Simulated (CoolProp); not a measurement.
R142b at 422 K and 0.117 MPa flows at 1.6 m/s in a round tube of 25 mm bore and 15 µm roughness, fully developed (64/Re and Nu = 3.66 if laminar; Colebrook and Gnielinski if turbulent). Each further row changes one setting.

Model: reference Helmholtz-energy equation of state, Lemmon 2006, in CoolProp. It is a short technical equation, of lower accuracy than the large ones.

```tsv
case	Reynolds number	Darcy friction factor	pressure drop (Pa/m)	heat-transfer coefficient (W/(m² K))	mass flow (kg/h)
as stated	9240	0.0324	5.61	?	9.56
velocity 3.2 m/s	18500	?	19.1	42.4	19.1
diameter 50 mm	18500	0.0270	2.34	?	?
```

Q: Some entries are withheld; supply them.

A: 
- as stated, heat-transfer coefficient (W/(m² K)): 23.8
- velocity 3.2 m/s, Darcy friction factor: 0.0276
- diameter 50 mm, heat-transfer coefficient (W/(m² K)): 20.7
- diameter 50 mm, mass flow (kg/h): 38.2

Viscosity comes from a separate model (Huber 2003), an estimate that may be off by 10 % or more. Thermal conductivity comes from a separate model (Huber 2003), an estimate that may be off by 10 % or more.
